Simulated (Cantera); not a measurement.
## Ammonia decomposition in nitride growth gas

An isothermal, constant-pressure homogeneous reactor starts with NH3 : N2 = 3.3 : 0.11 (molar parts), at 1950 K and 180000 Pa.

Cantera simulation using the gas-phase N/H chemistry of the illustrative SiF4/NH3 mechanism in the Surface Chemkin manual (1991); the numbers are that mechanism's predictions, not measurements. Walls and surfaces, which speed up NH3 decomposition in real reactors, are not modelled.

```
t (s)        x NH3     x NH2    x N2H2      x N       x H
--------  --------  --------  --------  -------  --------
0.000700     0.940   0.00103   6.50e-6  6.20e-8   8.53e-6
0.00219      0.884  0.000944   5.73e-6  1.57e-7   2.42e-5
0.00684      0.739  0.000798   4.12e-6  2.86e-7   6.61e-5
0.0214       0.462  0.000564   1.95e-6  3.72e-7  0.000165
0.0669       0.164  0.000268   4.51e-7  3.66e-7  0.000350
0.209       0.0283   6.73e-5   3.40e-8  2.06e-7  0.000596
0.654      0.00463   1.29e-5   1.39e-9  5.55e-8  0.000718
2.05       0.00113   3.24e-6  8.88e-11  1.45e-8  0.000736
6.40      0.000333   9.54e-7  8.39e-12  4.29e-9  0.000738
20.0      0.000104   2.98e-7  1.49e-12  1.34e-9  0.000738
```
x: mole fraction; the columns are a selection and need not sum to one.

Equilibrium at this temperature and pressure: NH3 1.27e-5, NH2 3.64e-8, N2H2 <1e-12, N 1.64e-10, H 0.000738 (gas phase only).
